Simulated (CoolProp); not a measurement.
Vapour-liquid equilibrium of propylene (1) + 1-butene (2) at 49.85 °C; x and y are mole fractions of (1).

Values from CoolProp's multi-fluid Helmholtz-energy mixture model, Lemmon 2013 and Lemmon 2005; pair parameters Bell 2016.

Question: Give the bubble pressure and the first vapour's composition at x = 0.25, 0.35, 0.55. Is there an azeotrope?

Answer: x = 0.25: 0.9138 MPa, y = 0.471; x = 0.35: 1.048 MPa, y = 0.586; x = 0.55: 1.329 MPa, y = 0.756. No azeotrope shows between x = 0.05 and 0.95.

Pair parameters are fitted to limited data, so mixtures are less certain than the pure fluids.
